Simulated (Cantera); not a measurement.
**Stirred combustor or abatement burner**

A perfectly stirred reactor is fed with 9.25 % CH₄, 19.1 % O₂, 71.7 % N₂, equivalence ratio 0.97, at 2.20 bar; it is adiabatic with a 800 K inlet, and is followed from long to short residence time, starting on the burning branch (τ in s: 0.073, 0.039, 0.021, 0.011, 0.0061, 0.0033, 0.0018, 0.00095, 0.00051, 0.00028, 0.00015, 8e-05, 4.3e-05).

Cantera simulation using GRI-Mech 3.0 (53 species, 325 reactions); the numbers are that mechanism's predictions, not measurements.

```csv
τ (s),T (K),x CH₄,x O₂,x H₂O₂,x C₂H₄,x CO,x N₂O
0.073,2473,9.03e-7,0.0120,1.87e-7,1.05e-11,0.0155,3.88e-7
0.039,2473,1.66e-6,0.0122,1.89e-7,3.53e-11,0.0156,3.90e-7
0.021,2470,3.00e-6,0.0126,1.92e-7,1.13e-10,0.0158,3.92e-7
0.011,2466,5.49e-6,0.0132,1.96e-7,3.65e-10,0.0162,3.90e-7
0.0061,2458,9.35e-6,0.0139,2.00e-7,1.01e-9,0.0169,3.83e-7
0.0033,2444,1.59e-5,0.0149,2.05e-7,2.70e-9,0.0180,3.71e-7
0.0018,2422,2.62e-5,0.0161,2.14e-7,6.51e-9,0.0196,3.54e-7
0.00095,2389,4.35e-5,0.0178,2.28e-7,1.50e-8,0.0219,3.31e-7
0.00051,2348,7.03e-5,0.0197,2.52e-7,3.20e-8,0.0245,3.06e-7
0.00028,2301,0.000113,0.0218,2.86e-7,6.59e-8,0.0273,2.82e-7
0.00015,2246,0.000189,0.0244,3.34e-7,1.46e-7,0.0305,2.61e-7
8.0e-5,2186,0.000331,0.0274,3.98e-7,3.59e-7,0.0341,2.41e-7
4.3e-5,2124,0.000619,0.0313,4.82e-7,1.04e-6,0.0385,2.21e-7
```
x: mole fraction; the columns are a selection and need not sum to one.
